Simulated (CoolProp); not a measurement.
Values from CoolProp's reference Helmholtz-energy equation of state, Lemmon and Jacobsen 2000.

Question: Give the vapour pressure (kPa), vapour Z, surface tension (mN/m) of saturated R143a at -87.25, -39.15 °C.

Answer: 
| T (°C) | p (kPa) | vapour Z | surface tension (mN/m) |
|---|---|---|---|
| -87.25 | 9.37 | 0.989 | 20.5 |
| -39.15 | 146 | 0.937 | 13.1 |

Surface tension comes from a separate correlation (Mulero 2014).
